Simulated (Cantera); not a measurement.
An isothermal, constant-pressure homogeneous reactor starts with 3.38 % H2, 96.6 % O2, equivalence ratio 0.018, at 925 K and 0.0133 bar.

Model: GRI-Mech 3.0 (53 species, 325 reactions), integrated in Cantera. Radical loss at walls, strong at low pressure, is not modelled. Below about 950 K walls govern HO2 and H2O2 in real vessels. The temperature is held fixed by assumption; the heat of reaction is taken as removed at once.

One state of this run: x H2 = 0.000735; x O2 = 0.959; x H2O = 0.0322; x O = 0.00534; x OH = 0.000721; x HO2 = 6.96e-6; x H2O2 = 1.16e-7. x: mole fraction; the columns are a selection and need not sum to one.

Q: Which value of t (s) does it belong to?
(A) 0.485
(B) 0.0285
(C) 0.000825
(D) 0.000406

A: B, 0.0285
